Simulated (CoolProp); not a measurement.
Vapour-liquid equilibrium of propane (1) + R227EA (2) at -24.55 °C; x and y are mole fractions of (1).

Model: multi-fluid Helmholtz-energy mixture model, Lemmon 2009 and Lemmon 2016; pair parameters Bell 2016, in CoolProp.

Question: Give the bubble pressure and the first vapour's composition at x = 0.05, 0.425, 0.5. Is there an azeotrope?

Answer: x = 0.05: 0.1026 MPa, y = 0.339; x = 0.425: 0.2043 MPa, y = 0.735; x = 0.5: 0.2090 MPa, y = 0.749. y crosses x between x = 0.8 and 0.875: the model has an azeotrope there.

Pair parameters are fitted to limited data, so mixtures are less certain than the pure fluids. With so large a gap from Raoult's law the liquid may split in two, which this calculation doesn't test in full.
